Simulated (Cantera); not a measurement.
Equilibrium for abatement and gas-phase synthesis: PH3 + H2O

Feed: 1 mol PH3, a varied amount of H2O, equilibrated at 1452 °C and 1 atm.

Cantera equilibrium calculation (NASA polynomials, part measured and part estimated; ideal gas, pure solids and liquids). Candidate condensed phases: H2O, P, P4O10; 17 gas species. Gases not in the tables: HPO2, HPO3 and P4O6. The numbers say what is thermodynamically allowed, not how fast it happens.

From 0.081 mol H2O to 5.8 mol H2O nothing is condensed.

```
n(H2O) (mol)  log p H2  log p H2O  log p P2  log p PO2  log p PO  log p P4  log p H  log p PH3
------------  --------  ---------  --------  ---------  --------  --------  -------  ---------
0.081            -0.13      -1.44     -0.64      -3.56     -2.54     -2.20    -3.80      -4.00
0.12             -0.14      -1.28     -0.65      -3.24     -2.38     -2.22    -3.80      -4.02
0.18             -0.15      -1.12     -0.66      -2.90     -2.22     -2.25    -3.81      -4.04
0.26             -0.16      -0.99     -0.68      -2.61     -2.08     -2.29    -3.81      -4.07
0.38             -0.18      -0.85     -0.71      -2.32     -1.94     -2.35    -3.82      -4.11
0.57             -0.21      -0.72     -0.76      -2.04     -1.81     -2.44    -3.83      -4.17
0.83             -0.24      -0.62     -0.82      -1.80     -1.71     -2.56    -3.85      -4.25
1.2              -0.27      -0.53     -0.90      -1.60     -1.62     -2.72    -3.87      -4.34
1.8              -0.31      -0.44     -1.03      -1.41     -1.57     -2.98    -3.89      -4.46
2.7              -0.35      -0.37     -1.21      -1.28     -1.54     -3.35    -3.91      -4.62
3.9              -0.40      -0.32     -1.45      -1.19     -1.56     -3.82    -3.93      -4.80
5.8              -0.45      -0.26     -1.83      -1.15     -1.63     -4.59    -3.96      -5.08
```
log p: log10 of the partial pressure in bar; nothing condenses.
